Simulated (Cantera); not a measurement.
Charge: 1 mol SiC, 0.032 mol CO2, 160 mol H2, at 10.0 Torr.

Cantera equilibrium calculation (NASA polynomials, part measured and part estimated; ideal gas, pure solids and liquids). Candidate condensed phases: C, C6H6, C7H8, C8H18, H2O, Si, SiC, SiO2; 123 gas species. Gases not in the tables: Si2H6 and higher silanes. Equilibrium is a limit: real reactors are often held back by kinetics, nucleation or transport.

Task: At 2075 K, list the 7 most abundant gas species with their mole fractions, and the condensed phases.

Result: H2 0.975, H 0.0228, Si 0.000926, C2H2 (acetylene) 0.000423, CO 0.000383, SiH 6.05e-5, Si2C 3.44e-5. Condensed: SiC(s).
